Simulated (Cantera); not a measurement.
A closed system holds: 1 mol Cu₂O, 0.33 mol CH₄, 0.12 mol CO, at 0.000100 bar.

Cantera equilibrium calculation (NASA polynomials, part measured and part estimated; ideal gas, pure solids and liquids). Candidate condensed phases: C, C₆H₆, C₇H₈, C₈H₁₈, Cu, CuO, Cu(OH)₂, Cu₂O, H₂O; 113 gas species. Rates play no part.

Question: Which condensed phases are stable at each of these points (T (°C)): 850, 950, 1050, 1150, 1250, 1350, 1450, 1550, 1650, 1750, 1850, 1950, 2050?

Answer: 
```
T (°C)  condensed phases  Cu condensed (%)
------  ----------------  ----------------
850                Cu(s)             100.0
950                Cu(s)             100.0
1050               Cu(s)              99.9
1150               Cu(l)              98.8
1250               Cu(l)              92.4
1350               Cu(l)              30.3
1450            gas only               0.0
1550            gas only               0.0
1650            gas only               0.0
1750            gas only               0.0
1850            gas only               0.0
1950            gas only               0.0
2050            gas only               0.0
```

From 850 °C to 1050 °C the condensed part is Cu(s). From 1150 °C to 1350 °C the condensed part is Cu(l). From 1450 °C to 2050 °C nothing is condensed.
